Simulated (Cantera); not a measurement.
An adiabatic, constant-volume homogeneous reactor starts with CH4 : C2H6 : O2 : N2 = 1 : 0.045 : 1.8 : 6.76 (molar parts), equivalence ratio 1.2, at 1448 K and 750 Torr.

Cantera simulation using GRI-Mech 3.0 (53 species, 325 reactions); the numbers are that mechanism's predictions, not measurements.

Q: Predict: time of steepest temperature rise; temperature at 6.00 s; equilibrium temperature; x(O2) at 6.00 s; x(NO2) at 6.00 s; x(H2O) at 6.00 s.

A: 
| Item | Value |
|---|---|
| time of steepest temperature rise | 0.785 ms |
| temperature at 6.00 s | 2923 K |
| equilibrium temperature | 2923 K |
| x(O2) at 6.00 s | 0.00926 (gas-phase equilibrium 0.00926) |
| x(NO2) at 6.00 s | 1.57e-6 (gas-phase equilibrium 1.57e-6) |
| x(H2O) at 6.00 s | 0.151 (gas-phase equilibrium 0.151) |
